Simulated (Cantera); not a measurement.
A perfectly stirred reactor is fed with CH₃OH : O₂ : N₂ = 0.028 : 0.0093 : 1 (molar parts), equivalence ratio 4.5, at 14.0 bar; it is held at 1600 K, and followed from long to short residence time.

Computed with Cantera and GRI-Mech 3.0 (53 species, 325 reactions). GRI-Mech 3.0 was tuned for natural gas; its chemistry of methanol as a main component is partial and can be far from experiment. The pressure lies above the range GRI-Mech 3.0 was tuned for (to about 10 atm).

Q: What does this change do: N2 1 to 2.8 parts?

A: 
```json
[
 {"quantity": "x(CH₃OH) at τ = 2.00 s", "before": "1.49e-6", "after": "8.60e-7"},
 {"quantity": "x(O₂) at τ = 2.00 s", "before": "1.10e-5", "after": "7.60e-6"},
 {"quantity": "x(CH₂CO) at τ = 2.00 s", "before": "1.22e-7", "after": "7.33e-8"},
 {"quantity": "x(NO) at τ = 2.00 s", "before": "2.49e-10", "after": "1.76e-9"},
 {"quantity": "x(CO) at τ = 2.00 s", "before": "0.0212", "after": "0.00767"},
 {"quantity": "x(CH₃OH) at τ = 28.0 ms", "before": "1.74e-5", "after": "1.10e-5"},
 {"quantity": "x(O₂) at τ = 28.0 ms", "before": "0.000116", "after": "8.11e-5"},
 {"quantity": "x(CH₂CO) at τ = 28.0 ms", "before": "2.80e-7", "after": "1.96e-7"},
 {"quantity": "x(NO) at τ = 28.0 ms", "before": "3.35e-9", "after": "1.26e-8"},
 {"quantity": "x(CO) at τ = 28.0 ms", "before": "0.0227", "after": "0.00857"}
]
```
